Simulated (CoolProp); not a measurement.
Properties of isobutane along the isobar 0.346 MPa.

The numbers come from the reference Helmholtz-energy equation of state, Bücker 2006 in CoolProp.

```csv
T (K),phase,Z,cp (kJ/(kg K)),isothermal compressibility (1/MPa),expansivity (1/kK),conductivity (mW/(m K)),fugacity coefficient
305.8,gas,0.9111,1.813,3.202,4.432,17.6,0.9187
319.2,gas,0.9238,1.855,3.149,4.049,19.1,0.9293
332.6,gas,0.9340,1.902,3.108,3.745,20.7,0.9381
346,gas,0.9424,1.953,3.077,3.496,22.2,0.9455
359.4,gas,0.9494,2.007,3.051,3.286,23.8,0.9517
372.8,gas,0.9553,2.063,3.031,3.106,25.5,0.9571
386.2,gas,0.9603,2.119,3.013,2.949,27.2,0.9617
399.6,gas,0.9646,2.176,2.999,2.811,29.0,0.9657
413,gas,0.9683,2.232,2.987,2.688,30.8,0.9692
426.5,gas,0.9716,2.289,2.976,2.576,32.6,0.9722
439.9,gas,0.9744,2.344,2.967,2.475,34.5,0.9749
453.3,gas,0.9769,2.400,2.959,2.384,36.4,0.9773
466.7,gas,0.9791,2.454,2.953,2.300,38.4,0.9794
480.1,gas,0.9810,2.507,2.947,2.222,40.4,0.9813
493.5,gas,0.9828,2.560,2.941,2.151,42.5,0.9830
506.9,gas,0.9843,2.611,2.936,2.084,44.6,0.9845
```

Thermal conductivity comes from a separate model (Perkins 2002).
